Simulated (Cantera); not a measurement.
A closed system holds: 1 mol SiH2Cl2, 0.91 mol NH3, 37 mol N2, held at 1125 K and 750 Torr.

Method: chemical equilibrium by Gibbs-energy minimisation in Cantera with the NASA 1993 tables (ideal gas, pure condensed phases). Candidate condensed phases: NH4Cl, Si, Si3N4; 28 gas species. Rates play no part.

Base state: N2 0.917, HCl 0.0467, H2 0.0356, SiCl4 0.000772, SiHCl3 1.02e-5 (mole fractions); condensed: Si3N4(s).

### Question
What changes in the equilibrium state with this change: temperature from 1125 K to 1673.15 K?

### Answer
```
species          before     after
-------------  --------  --------
N2                0.917     0.917
HCl              0.0467    0.0437
H2               0.0356    0.0369
SiCl2           2.45e-7   0.00197
H               8.38e-9   2.19e-5
Cl              9.77e-9   2.03e-5
SiCl3           3.92e-6  0.000414
SiCl4          0.000772  0.000181
Si3N4(s), mol     0.323     0.299
```
The tables' values for SiCl3 are old estimates; treat these amounts as uncertain.

### Question
What changes in the equilibrium state with this change: NH3 from 0.91 to 2 mol?

### Answer
```tsv
species	before	after
N2	0.917	0.882
H2	0.0356	0.0713
HCl	0.0467	0.0465
SiCl4	0.000772	0.000193
SiHCl3	1.02e-5	5.15e-6
Si3N4(s), mol	0.323	0.331
```
